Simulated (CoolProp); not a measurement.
Values from CoolProp's reference Helmholtz-energy equation of state, Leachman 2009.

**Question.** For normal hydrogen, give the phase and the density (kg/m³), viscosity (µPa s) at -239.55 °C and 4.86 bar.

**Answer.** 
- -239.55 °C and 4.86 bar: gas; density 4.03, viscosity 1.76

Viscosity comes from a separate model (Muzny 2013).
